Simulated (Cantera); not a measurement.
A closed system holds: 1 mol CuO, 6.6 mol C, 0.015 mol CO.

Cantera equilibrium calculation (NASA polynomials, part measured and part estimated; ideal gas, pure solids and liquids). Candidate condensed phases: C, Cu, CuO, Cu2O; 15 gas species. Kinetics and transport are ignored.

Q: What condenses at these points (T in °C, P in Pa): (1600, 22000); (1600, 68); (1600, 10); (1500, 1000000); (1400, 68)?

A: 
```tsv
T (°C)	P in Pa	condensed phases	Cu condensed (%)
1600	22000	C + Cu	99.4
1600	68	C	0.0
1600	10	C	0.0
1500	1000000	C + Cu	100.0
1400	68	C + Cu	80.1
```
